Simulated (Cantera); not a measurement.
A closed system holds: 1 mol SiH2Cl2, 0.076 mol C3H8, a varied amount of H2, held at 1773 K and 57.0 mbar.

Cantera equilibrium calculation (NASA polynomials, part measured and part estimated; ideal gas, pure solids and liquids). Candidate condensed phases: C, C6H6, C7H8, C8H18, Si, SiC; 109 gas species. Mutual solubility and eutectic melting of coexisting phases are not modelled. Gases not in the tables: Si2H6 and higher silanes. Rates play no part.

Question: What share of the Si ends up in condensed phases as a function of n(H2) (mol), at 89, 110, 130, 160, 200, 240, 300, 360, 440, 540, 660, 800?

Answer: 
```csv
n(H2) (mol),Si condensed (%),as
89,87.9,Si(l) + SiC(s)
110,89.5,Si(l) + SiC(s)
130,90.6,Si(l) + SiC(s)
160,91.7,Si(l) + SiC(s)
200,92.6,Si(l) + SiC(s)
240,93.2,Si(l) + SiC(s)
300,93.6,Si(l) + SiC(s)
360,93.8,Si(l) + SiC(s)
440,93.8,Si(l) + SiC(s)
540,93.5,Si(l) + SiC(s)
660,93.0,Si(l) + SiC(s)
800,92.3,Si(l) + SiC(s)
```
